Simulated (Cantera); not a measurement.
Charge: 1 mol toluene, 0.096 mol NH3, 1.2 mol O2, at 1198.15 K and 14.0 bar.

These are equilibrium values from Cantera (NASA tables, ideal gas, pure condensed phases), not measurements of a reactor. Kinetics and transport are ignored.

```json
[
 {"species": "H2", "before": "0.534", "after": "0.801"},
 {"species": "CH4", "before": "0.0640", "after": "0.144"},
 {"species": "CO", "before": "0.307", "after": "0.0327"},
 {"species": "CO2", "before": "0.0256", "after": "0.000290"},
 {"species": "H2O", "before": "0.0608", "after": "0.00970"},
 {"species": "N2", "before": "0.00833", "after": "0.0126"},
 {"species": "C2H6", "before": "5.84e-6", "after": "1.97e-5"},
 {"species": "NH3", "before": "9.62e-5", "after": "0.000217"},
 {"species": "C2H4", "before": "4.97e-6", "after": "1.12e-5"},
 {"species": "C(graphite), mol", "before": "4.73", "after": "6.33"}
]
```
Gas species are given as mole fractions.

### Question
What was changed between the two runs?
A. O2 from 1.2 to 0.36 mol
B. O2 from 1.2 to 0.081 mol
C. NH3 from 0.096 to 0.025 mol
D. temperature from 1198.15 K to 1098 K

### Answer
B, O2 from 1.2 to 0.081 mol
